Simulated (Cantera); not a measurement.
Feed: 1 mol SiCl₄, 0.043 mol HCl, 89 mol N₂, at 100 Torr.

Cantera equilibrium calculation (NASA polynomials, part measured and part estimated; ideal gas, pure solids and liquids). Candidate condensed phases: NH₄Cl, Si, Si₃N₄; 28 gas species. The tables' values for SiCl₃ are old estimates; treat these amounts as uncertain. Equilibrium is a limit: real reactors are often held back by kinetics, nucleation or transport.

x: gas mole fraction; nothing condenses.

| T (°C) | x N₂ | x SiCl₄ | x Cl | x SiCl₃ | x HCl | x SiCl₂ |
|---|---|---|---|---|---|---|
| 802 | 0.988 | 0.0111 | 7.13e-7 | 8.21e-7 | 0.000478 | … |
| 852 | 0.988 | 0.0111 | 1.92e-6 | 2.15e-6 | 0.000478 | … |
| 902 | 0.988 | 0.0111 | 4.77e-6 | 5.18e-6 | 0.000478 | … |
| 952 | 0.988 | 0.0111 | 1.10e-5 | 1.16e-5 | 0.000478 | … |
| 1002 | 0.988 | 0.0111 | 2.36e-5 | 2.44e-5 | 0.000478 | … |
| 1052 | 0.988 | 0.0111 | 4.82e-5 | 4.84e-5 | 0.000478 | … |
| 1102 | 0.988 | 0.0110 | 9.34e-5 | 9.08e-5 | 0.000477 | … |
| 1152 | 0.988 | 0.0109 | 0.000174 | 0.000162 | 0.000477 | … |
| 1202 | 0.988 | 0.0108 | 0.000311 | 0.000274 | 0.000477 | … |
| 1252 | 0.988 | 0.0106 | 0.000538 | 0.000444 | 0.000477 | … |
| 1302 | 0.988 | 0.0103 | 0.000901 | 0.000686 | 0.000477 | … |
| 1352 | 0.987 | 0.00983 | 0.00146 | 0.00101 | 0.000477 | … |

Q: Some entries are withheld; supply them.

A: 
- 802, x SiCl₂: 9.60e-10
- 852, x SiCl₂: 5.11e-9
- 902, x SiCl₂: 2.36e-8
- 952, x SiCl₂: 9.64e-8
- 1002, x SiCl₂: 3.51e-7
- 1052, x SiCl₂: 1.15e-6
- 1102, x SiCl₂: 3.44e-6
- 1152, x SiCl₂: 9.41e-6
- 1202, x SiCl₂: 2.37e-5
- 1252, x SiCl₂: 5.52e-5
- 1302, x SiCl₂: 0.000120
- 1352, x SiCl₂: 0.000243
